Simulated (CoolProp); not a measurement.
n-hexane at 511.21 K and 0.205 MPa is throttled through a valve to 0.124 MPa with no heat exchange. Each further row changes one setting.

Values from CoolProp's reference Helmholtz-energy equation of state, Thol 2019.

| case | temperature change (K) | final density (kg/m³) |
|---|---|---|
| as stated | -0.6 | ___ |
| outlet pressure 0.0372 MPa | ___ | 0.759 |
| outlet pressure 0.161 MPa | ___ | 3.33 |

Problem. Complete the blanks.

Solution. 
- as stated, final density (kg/m³): 2.55
- outlet pressure 0.0372 MPa, temperature change (K): -1.3
- outlet pressure 0.161 MPa, temperature change (K): -0.3
